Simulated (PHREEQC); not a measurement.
Make-up at 25 °C: 46 mmol/kgw H3PO4. It is in equilibrium with CO2 at log p = -3.4 (atm). Otherwise closed; pH follows from the charge balance.

The numbers come from PHREEQC with the ion-association model, phreeqc.dat.

No solid was allowed to form.

What pH, specific conductance, ionic strength does the model give?

pH 1.84; specific conductance 5610 µS/cm; ionic strength 0.0160 mol/kgw.

In which forms is P present?

H3PO4 65 %, H2PO4- 35 % of the P.

Species that the database lacks are ignored.
